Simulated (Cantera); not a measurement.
# Fe3O4 + CH4 + CO (carbothermic reduction)

Input: 1 mol Fe3O4, 3.5 mol CH4, 0.065 mol CO, at 0.0150 bar.

Cantera equilibrium calculation (NASA polynomials, part measured and part estimated; ideal gas, pure solids and liquids). Candidate condensed phases: C, C6H6, C7H8, C8H18, Fe, Fe(CO)5, FeO, Fe(OH)2, Fe(OH)3, Fe2O3, Fe3O4, H2O; 114 gas species. Equilibrium is a limit: real reactors are often held back by kinetics, nucleation or transport.

```csv
T (°C),x H2,x CO,x Fe,x H,x H2O,n Fe(l)
1775,0.583,0.317,0.0411,0.0140,0.0403,2.54
1825,0.562,0.307,0.0692,0.0188,0.0390,2.21
1875,0.530,0.291,0.113,0.0248,0.0369,1.63
1925,0.482,0.267,0.182,0.0316,0.0337,0.602
1975,0.453,0.254,0.216,0.0404,0.0318,0
2025,0.445,0.253,0.215,0.0521,0.0315,0
2075,0.434,0.251,0.213,0.0664,0.0310,0
2125,0.421,0.249,0.211,0.0835,0.0303,0
2175,0.407,0.246,0.209,0.104,0.0295,0
2225,0.390,0.243,0.206,0.127,0.0285,0
2275,0.370,0.239,0.203,0.154,0.0272,0
2325,0.348,0.235,0.199,0.183,0.0256,0
```
x: gas mole fraction; n: condensed amount in mol.

From 1775 °C to 1925 °C the condensed part is Fe(l). From 1975 °C to 2325 °C nothing is condensed. The main Fe-bearing gas is Fe throughout.
